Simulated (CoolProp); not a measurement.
Vapour-liquid equilibrium of C2F6 (R116) (1) + propane (2) at 0.378 MPa; x and y are mole fractions of (1).

Model: multi-fluid Helmholtz-energy mixture model, Lemmon 2006 and Lemmon 2009; pair parameters Bell 2016, in CoolProp.

| x | bubble temperature (K) | y at the bubble point | dew temperature at overall composition x (K) | liquid density (mol/L) |
|---|---|---|---|---|
| 0.05 | 247.3 | 0.477 | 264.3 | 12.53 |
| 0.125 | 234.5 | 0.695 | 261.7 | 12.60 |
| 0.2 | 229.8 | 0.757 | 259.0 | 12.46 |
| 0.275 | 228.1 | 0.779 | 256.2 | 12.24 |
| 0.35 | 227.3 | 0.789 | 253.1 | 12.01 |
| 0.425 | 227.0 | 0.795 | 249.8 | 11.78 |
| 0.5 | 226.6 | 0.800 | 246.1 | 11.57 |
| 0.575 | 226.2 | 0.809 | 242.1 | 11.38 |
| 0.65 | 225.7 | 0.822 | 237.5 | 11.21 |
| 0.725 | 225.2 | 0.841 | 232.3 | 11.06 |
| 0.8 | 224.6 | 0.867 | 226.6 | 10.92 |
| 0.875 | 224.1 | 0.905 | 224.5 | 10.81 |
| 0.95 | 223.8 | 0.956 | 223.8 | 10.71 |

No azeotrope shows between x = 0.05 and 0.95.

Pair parameters are fitted to limited data, so mixtures are less certain than the pure fluids. With so large a gap from Raoult's law the liquid may split in two, which this calculation doesn't test in full.
